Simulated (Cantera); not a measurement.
A Cantera script and what it prints.

```python
import numpy as np
import cantera as ct

gas_names = """
    Mg MgO MgS Mg2 O O2 O3 S SO SO2 SO3 S2 S2O S8
""".split()
cond_names = """
    Mg(cr) Mg(L) MgO(s) MgO(L) MgS(s) MgSO4(s) MgSO4(L) S(cr1) S(cr2) S(L)
""".split()


def load(file, names, dense=False):
    # The tables refer to 1 bar. Condensed volumes are neglected.
    table = {s.name: s for s in ct.Species.list_from_file(file)}
    out = []
    for n in names:
        d = dict(table[n].input_data)
        d["thermo"] = dict(d["thermo"], **{"reference-pressure": 1e5})
        if dense:
            d["equation-of-state"] = {"model": "constant-volume", "density": "1e6 g/cm^3"}
        out.append(ct.Species.from_dict(d))
    return out


gas = ct.Solution(thermo="ideal-gas", species=load("nasa_gas.yaml", gas_names))
cond = {s.name: ct.Solution(thermo="fixed-stoichiometry", species=[s], name=s.name)
        for s in load("nasa_condensed.yaml", cond_names, dense=True)}
atoms = {
    'MgO': {'Mg': 1, 'O': 1},
    'SO2': {'S': 1, 'O': 2},
    'O2': {'O': 2},
}
top_T = {'MgS(s)': 2250}  # K; cautious upper limits of use, not melting points


def equilibrate(T, P, feed):
    n = {}
    for name, mol in feed.items():
        for a, k in atoms[name].items():
            n[a] = n.get(a, 0.0) + k * mol
    gas.TPX = T, P, n
    mass = sum(n.values()) * gas.mean_molecular_weight
    gas.equilibrate("TP")
    valid = [c for c in cond.values() if c.min_temp <= T <= top_T.get(c.name, c.max_temp)]
    mix = ct.Mixture([(gas, mass / gas.mean_molecular_weight)] + [(c, 0.0) for c in valid])
    mix.T, mix.P = T, P
    mix.equilibrate("TP", solver="vcs", rtol=1e-11, max_steps=5000)
    return mix


results = []
feed = {'MgO': 1, 'SO2': 0.26, 'O2': 5.6}  # mol
P = 1500000  # Pa
for T in [923, 1023, 1123, 1223, 1323, 1423, 1523, 1623, 1723, 1823]:
    mix = equilibrate(T, P, feed)
    results.append((T, P, feed, dict(zip(mix.species_names, mix.species_moles))))

top = {s: max(r[3][s] / sum(r[3][g] for g in gas_names) for r in results) for s in gas_names}
cols = sorted((s for s in top if top[s] > 0.001), key=lambda s: -top[s])[:6]
seen = [c for c in cond_names if any(r[3].get(c, 0) > 1e-12 for r in results)]
print("log10 of partial pressures in bar; condensed amounts in mol")
print(f"{'T/K':>10s}" + "".join(f"{s[:9]:>10s}" for s in cols + seen))
for T, P, feed, n in results:
    ng = sum(n[g] for g in gas_names)
    print(f"{T:10.4g}" + "".join(f"{np.log10(max(n[s] / ng * P / 1e5, 1e-99)):10.3f}" for s in cols)
          + "".join(f"{n.get(c, 0):10.4g}" for c in seen))
```

Output:

```
log10 of partial pressures in bar; condensed amounts in mol
       T/K        O2       SO2       SO3    MgO(s)  MgSO4(s)  MgSO4(L)
       923     1.176    -7.777    -6.506      0.74      0.26         0
      1023     1.176    -5.697    -4.967      0.74      0.26         0
      1123     1.176    -4.001    -3.714    0.7401    0.2599         0
      1223     1.176    -2.595    -2.676    0.7417    0.2583         0
      1323     1.175    -1.413    -1.806    0.7599    0.2401         0
      1423     1.162    -0.410    -1.076    0.9204         0   0.07959
      1523     1.156    -0.227    -1.127         1         0         0
      1623     1.156    -0.209    -1.310         1         0         0
      1723     1.156    -0.199    -1.476         1         0         0
      1823     1.156    -0.192    -1.627         1         0         0
```

These are equilibrium values from Cantera (NASA tables, ideal gas, pure condensed phases), not measurements of a reactor. Mutual solubility and eutectic melting of coexisting phases are not modelled.
